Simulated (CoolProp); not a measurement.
Vapour-liquid equilibrium of isohexane (1) + benzene (2) at 115.65 °C; x and y are mole fractions of (1).

Model: multi-fluid Helmholtz-energy mixture model, Lemmon 2006 and Thol 2012; pair parameters Bell 2016, in CoolProp.

```
x      bubble pressure, mixture model (bar)  bubble pressure, Raoult's law (bar)  y, mixture model  y, Raoult's law
-----  ------------------------------------  -----------------------------------  ----------------  ---------------
0.05                                  2.907                                2.787             0.111            0.080
0.125                            (withheld)                                2.919        (withheld)            0.191
0.2                                   3.372                                3.051             0.332            0.292
0.275                                 3.546                                3.183             0.410            0.385
0.35                             (withheld)                                3.315             0.478            0.471
0.425                            (withheld)                                3.447             0.540            0.550
0.5                                   3.937                                3.579             0.599            0.623
0.575                                 4.039                                3.711             0.657            0.691
0.65                                  4.131                                3.843             0.715            0.754
0.725                            (withheld)                                3.975             0.773            0.813
0.8                                   4.290                                4.107             0.833            0.869
0.875                                 4.358                                4.239        (withheld)            0.920
0.95                             (withheld)                                4.371        (withheld)            0.969
```

Problem. What belongs in the gaps?

Solution. 
- 0.125, bubble pressure, mixture model (bar): 3.164
- 0.125, y, mixture model: 0.236
- 0.35, bubble pressure, mixture model (bar): 3.694
- 0.425, bubble pressure, mixture model (bar): 3.823
- 0.725, bubble pressure, mixture model (bar): 4.214
- 0.875, y, mixture model: 0.894
- 0.95, bubble pressure, mixture model (bar): 4.420
- 0.95, y, mixture model: 0.957

The largest gap from Raoult's law is +11.4 % in bubble pressure, at x = 0.35. No azeotrope shows between x = 0.05 and 0.95.

The pair parameters rest on a limited set of measurements; away from them the model extrapolates.
